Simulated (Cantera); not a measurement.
Charge: 1 mol Si, 2.1 mol F₂, 33 mol H₂, equilibrated at 548.15 K and 1.33 mbar.

Method: chemical equilibrium by Gibbs-energy minimisation in Cantera with the NASA 1993 tables (ideal gas, pure condensed phases). Candidate condensed phases: Si; 25 gas species. Equilibrium is a limit: real reactors are often held back by kinetics, nucleation or transport.

Base state: H₂ 0.965, SiF₄ 0.0293, HF 0.00587 (mole fractions); condensed: gas only.

Question: What changes in the equilibrium state with this change: temperature from 548.15 K to 1448 K?

Answer: 
```tsv
species	before	after
H₂	0.965	0.956
SiF₄	0.0293	0.0215
HF	0.00587	0.0147
SiF₃	<1e-9	0.00616
SiF₂	<1e-9	0.00111
SiHF₃	<1e-9	0.000465
H	<1e-9	0.000247
```
The tables' values for SiF₃, SiF₂ are old estimates; treat these amounts as uncertain.
